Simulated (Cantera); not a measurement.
Charge: 1 mol SiCl₄, 21 mol N₂, 0.5 mol H₂, held at 1302 °C and 0.000480 bar.

Method: chemical equilibrium by Gibbs-energy minimisation in Cantera with the NASA 1993 tables (ideal gas, pure condensed phases). Candidate condensed phases: NH₄Cl, Si, Si₃N₄; 28 gas species. The tables' values for SiCl₃ are old estimates; treat these amounts as uncertain. Rates play no part.

Base state: N₂ 0.898, HCl 0.0427, SiCl₂ 0.0248, Cl 0.0161, SiCl₃ 0.00914, SiCl₄ 0.00879, H₂ 1.61e-5, Cl₂ 1.39e-5 (mole fractions); condensed: gas only.

Problem. What changes in the equilibrium state with this change: pressure from 0.000480 bar to 0.100 bar?

Solution. 
```tsv
species	before	after
N₂	0.898	0.914
HCl	0.0427	0.0415
SiCl₄	0.00879	0.0176
Cl	0.0161	0.000137
SiCl₂	0.0248	0.0157
SiCl₃	0.00914	0.0102
SiHCl₃	4.41e-7	5.62e-5
Cl₂	1.39e-5	2.11e-7
```
